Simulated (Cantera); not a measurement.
An isothermal, constant-pressure homogeneous reactor starts with 0.850 % CH4, 99.2 % N2, at 1948 K and 120 Torr.

Detailed kinetics in Cantera: GRI-Mech 3.0 (53 species, 325 reactions). GRI-Mech 3.0 stops at C3 and has no aromatics, soot or wall deposition, so with more carbon than oxygen in the feed, carbon stays in small species such as C2H2 where larger ones or solid carbon would form.

One state of this run: x CH4 = 0.00830; x C2H = 2.71e-11; x CH3 = 0.000186; x H2 = 9.74e-5; x C2H4 = 2.95e-6; x H = 5.64e-6. x: mole fraction; the columns are a selection and need not sum to one.

### Question
Which value of t (s) does it belong to?
A. 0.0224
B. 0.000286
C. 5.00e-5
D. 1.75

### Answer
B, 0.000286
